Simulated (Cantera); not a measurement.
What does this Cantera script print?

```python
import numpy as np
import cantera as ct

gas = ct.Solution("gri30.yaml")
gas.TPX = 1775, 100000, {'C2H4': 1, 'H2': 6.3}
reactor = ct.IdealGasConstPressureReactor(gas, energy="off", clone=False)
net = ct.ReactorNet([reactor])
net.rtol, net.atol = 1e-08, 1e-18
show = ['C2H4', 'H2', 'CH4', 'CH2', 'C2H6']
times = np.geomspace(5e-06, 2, 14)

steps = ct.SolutionArray(gas, extra=["t"])
rows = []
print(f"{'t/s':>10s}{'T/K':>9s}{'P/Pa':>11s}" + "".join(f"{s:>11s}" for s in show))
for t in times:
    while net.time < t:
        t_next = net.step()
        steps.append(gas.state, t=t_next)
    rows.append([np.interp(t, steps.t, y) for y in (steps.T, steps.P, *steps(*show).X.T)])
    print(f"{t:10.3e}{rows[-1][0]:9.1f}{rows[-1][1]:11.4g}" + "".join(f"{x:11.3e}" for x in rows[-1][2:]))
rate = np.gradient(steps.T, steps.t)
print("integrator steps:", len(steps.t))
if steps.T.max() > steps.T[0] + 200:
    print(f"time of steepest temperature rise: {steps.t[rate.argmax()]:.4e} s")
gas.TPX = 1775, 100000, {'C2H4': 1, 'H2': 6.3}
gas.equilibrate("TP")
print(f"equilibrium (TP): T = {gas.T:.1f} K  " + "  ".join(f"{s} {gas[s].X[0]:.3e}" for s in show))
```

Output:

```
       t/s      T/K       P/Pa       C2H4         H2        CH4        CH2       C2H6
 5.000e-06   1775.0      1e+05  1.365e-01  8.631e-01  2.113e-08  8.716e-10  1.835e-07
 1.349e-05   1775.0      1e+05  1.355e-01  8.632e-01  3.941e-07  2.661e-09  1.161e-06
 3.638e-05   1775.0      1e+05  1.322e-01  8.636e-01  6.588e-06  7.643e-09  6.552e-06
 9.812e-05   1775.0      1e+05  1.196e-01  8.650e-01  8.803e-05  1.955e-08  2.518e-05
 2.647e-04   1775.0      1e+05  7.981e-02  8.694e-01  5.498e-04  2.098e-08  2.967e-05
 7.139e-04   1775.0      1e+05  2.447e-02  8.756e-01  1.307e-03  8.846e-09  1.053e-05
 1.925e-03   1775.0      1e+05  3.027e-03  8.778e-01  1.816e-03  5.744e-09  1.650e-06
 5.194e-03   1775.0      1e+05  2.811e-03  8.773e-01  2.556e-03  7.702e-09  1.567e-06
 1.401e-02   1775.0      1e+05  2.793e-03  8.761e-01  4.479e-03  1.200e-08  1.630e-06
 3.778e-02   1775.0      1e+05  2.749e-03  8.733e-01  9.002e-03  2.162e-08  1.949e-06
 1.019e-01   1775.0      1e+05  2.687e-03  8.690e-01  1.591e-02  3.543e-08  2.882e-06
 2.749e-01   1775.0      1e+05  2.664e-03  8.673e-01  1.867e-02  4.074e-08  3.401e-06
 7.415e-01   1775.0      1e+05  2.663e-03  8.672e-01  1.874e-02  4.086e-08  3.414e-06
 2.000e+00   1775.0      1e+05  2.663e-03  8.672e-01  1.874e-02  4.086e-08  3.414e-06
integrator steps: 849
equilibrium (TP): T = 1775.0 K  C2H4 2.663e-03  H2 8.672e-01  CH4 1.874e-02  CH2 4.086e-08  C2H6 3.414e-06
```

Cantera simulation using GRI-Mech 3.0 (53 species, 325 reactions); the numbers are that mechanism's predictions, not measurements. GRI-Mech 3.0 was tuned for natural gas; its chemistry of ethylene as a main component is partial and can be far from experiment. GRI-Mech 3.0 stops at C3 and has no aromatics, soot or wall deposition, so with more carbon than oxygen in the feed, carbon stays in small species such as C2H2 where larger ones or solid carbon would form.
